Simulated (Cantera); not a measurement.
An adiabatic, constant-volume homogeneous reactor starts with CH4 : H2 : O2 : N2 = 1 : 0.18 : 4.18 : 15.7 (molar parts), at 1125 K and 1.00 bar.

Computed with Cantera and GRI-Mech 3.0 (53 species, 325 reactions).

Q: Predict: time of steepest temperature rise; temperature at 3.00 s; equilibrium temperature; x(H2) at 3.00 s; x(O2) at 3.00 s.

A: 
```
Item                                                                   Value
---------------------------------  -----------------------------------------
time of steepest temperature rise                                    13.9 ms
temperature at 3.00 s                                                 2372 K
equilibrium temperature                                               2372 K
x(H2) at 3.00 s                    0.000702 (gas-phase equilibrium 0.000702)
x(O2) at 3.00 s                        0.0924 (gas-phase equilibrium 0.0924)
```
